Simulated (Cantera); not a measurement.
Feed: 1 mol Si(CH3)4, 0.019 mol CH4, 1200 mol H2, held at 640 Pa.

Method: chemical equilibrium by Gibbs-energy minimisation in Cantera with the NASA 1993 tables (ideal gas, pure condensed phases). Candidate condensed phases: C, C6H6, C7H8, C8H18, Si, SiC; 87 gas species. Equilibrium is a limit: real reactors are often held back by kinetics, nucleation or transport.

**Question.** Which condensed phases are stable at each of these points (T (°C)): 650, 750, 850, 950, 1050, 1150, 1250, 1350, 1450, 1550, 1650, 1750, 1850?

**Answer.** 
```json
[
 {"T (°C)": "650", "condensed phases": "C(graphite) + SiC(s)", "Si condensed (%)": "100.0"},
 {"T (°C)": "750", "condensed phases": "C(graphite) + SiC(s)", "Si condensed (%)": "100.0"},
 {"T (°C)": "850", "condensed phases": "C(graphite) + SiC(s)", "Si condensed (%)": "100.0"},
 {"T (°C)": "950", "condensed phases": "C(graphite) + SiC(s)", "Si condensed (%)": "100.0"},
 {"T (°C)": "1050", "condensed phases": "C(graphite) + SiC(s)", "Si condensed (%)": "100.0"},
 {"T (°C)": "1150", "condensed phases": "C(graphite) + SiC(s)", "Si condensed (%)": "100.0"},
 {"T (°C)": "1250", "condensed phases": "C(graphite) + SiC(s)", "Si condensed (%)": "100.0"},
 {"T (°C)": "1350", "condensed phases": "C(graphite) + SiC(s)", "Si condensed (%)": "100.0"},
 {"T (°C)": "1450", "condensed phases": "C(graphite) + SiC(s)", "Si condensed (%)": "99.6"},
 {"T (°C)": "1550", "condensed phases": "C(graphite) + SiC(s)", "Si condensed (%)": "97.4"},
 {"T (°C)": "1650", "condensed phases": "C(graphite) + SiC(s)", "Si condensed (%)": "84.8"},
 {"T (°C)": "1750", "condensed phases": "C(graphite) + SiC(s)", "Si condensed (%)": "24.1"},
 {"T (°C)": "1850", "condensed phases": "gas only", "Si condensed (%)": "0.0"}
]
```

From 650 °C to 1750 °C the condensed part is C(graphite) + SiC(s). At 1850 °C nothing is condensed.
